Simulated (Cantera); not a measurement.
Cantera run, input and output.

```python
import numpy as np
import cantera as ct

gas = ct.Solution("gri30.yaml")
gas.TPX = 525, 910000, {'C3H8': 1, 'O2': 3.57, 'N2': 13.4, 'H2O': 0.38}
flame = ct.FreeFlame(gas, width=0.0085)
flame.set_refine_criteria(ratio=3, slope=0.08, curve=0.16)
flame.transport_model = "mixture-averaged"
flame.solve(loglevel=0, auto=True)
z, T = flame.grid, flame.T
thick = (T[-1] - T[0]) / np.gradient(T, z).max()
show = ['C3H8', 'O2', 'H2O', 'CH2', 'CO2', 'NO']
print(f"laminar burning velocity  {flame.velocity[0] * 100:.3f} cm/s")
print(f"burnt temperature         {T[-1]:.1f} K")
print(f"thermal thickness         {thick * 1e3:.4f} mm")
print(f"grid points               {len(z)}")
z0 = z[flame.heat_release_rate.argmax()]
print(f"{'z/mm':>9s}{'T/K':>9s}{'u/(m/s)':>9s}" + "".join(f"{s:>11s}" for s in show))
rows = []
for k in (-3, -2, -1.5, -1, -0.5, -0.25, 0, 0.25, 0.5, 1, 2, 4, 8):
    zz = z0 + k * thick
    rows.append([k * thick, np.interp(zz, z, T), np.interp(zz, z, flame.velocity),
                 *(np.interp(zz, z, flame.X[gas.species_index(s)]) for s in show)])
    print(f"{rows[-1][0] * 1e3:9.3f}{rows[-1][1]:9.1f}{rows[-1][2]:9.3f}" + "".join(f"{x:11.3e}" for x in rows[-1][3:]))
```

It prints:

```
laminar burning velocity  34.417 cm/s
burnt temperature         2172.9 K
thermal thickness         0.0801 mm
grid points               137
     z/mm      T/K  u/(m/s)       C3H8         O2        H2O        CH2        CO2         NO
   -0.240    525.7    0.346  5.432e-02  1.937e-01  2.081e-02  6.385e-22  2.006e-06  6.174e-10
   -0.160    530.9    0.351  5.407e-02  1.923e-01  2.172e-02  4.274e-19  2.247e-05  5.218e-09
   -0.120    550.6    0.366  5.368e-02  1.893e-01  2.470e-02  1.626e-16  1.349e-04  2.578e-08
   -0.080    654.6    0.442  5.180e-02  1.767e-01  3.763e-02  3.686e-13  1.050e-03  1.991e-07
   -0.040   1071.5    0.752  3.640e-02  1.281e-01  7.995e-02  3.840e-09  7.300e-03  2.118e-06
   -0.020   1446.1    1.050  1.408e-02  8.233e-02  1.146e-01  7.091e-07  1.555e-02  5.218e-06
    0.000   1821.1    1.356  3.764e-04  3.608e-02  1.475e-01  2.328e-05  2.748e-02  9.945e-06
    0.020   2022.9    1.512  3.152e-07  1.293e-02  1.628e-01  3.492e-05  3.785e-02  1.738e-05
    0.040   2103.3    1.571  1.890e-09  4.743e-03  1.665e-01  2.055e-05  4.438e-02  2.476e-05
    0.080   2152.0    1.604  7.863e-11  8.751e-04  1.660e-01  6.012e-06  5.033e-02  3.352e-05
    0.160   2170.1    1.616  4.193e-12  8.264e-05  1.640e-01  1.276e-06  5.346e-02  3.981e-05
    0.320   2174.3    1.619  4.224e-13  4.745e-06  1.627e-01  3.824e-07  5.446e-02  4.465e-05
    0.641   2174.1    1.620  4.819e-14  1.033e-06  1.621e-01  1.581e-07  5.450e-02  5.173e-05
```

Detailed kinetics in Cantera: GRI-Mech 3.0 (53 species, 325 reactions). GRI-Mech 3.0 was tuned for natural gas; its chemistry of propane as a main component is partial and can be far from experiment. Burning velocities carry a grid error of a few per cent, more on coarse grids.
